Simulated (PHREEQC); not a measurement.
A solution holds 0.0039 mol CaCl2, 4.1e-05 mol NaHCO3 and 0.0012 mol H4SiO4 per kg of water, at 25 °C. Closed to the air; pH follows from the charge balance.

The numbers come from PHREEQC with the ion-association model, phreeqc.dat.

Precipitation was switched off in this run.

Question: Predict the pH, specific conductance.

Answer: pH 7.26; specific conductance 953 µS/cm.

Question: In which forms is C present?

Answer: HCO3- 87 %, CO2 9.6 %, CaHCO3+ 2.8 % of the C.

Saturation is exceeded, for instance for Quartz (slow to form), Chalcedony (slow to form); the values hold only as long as no solid forms. Complexes and solids missing from the database can't appear.
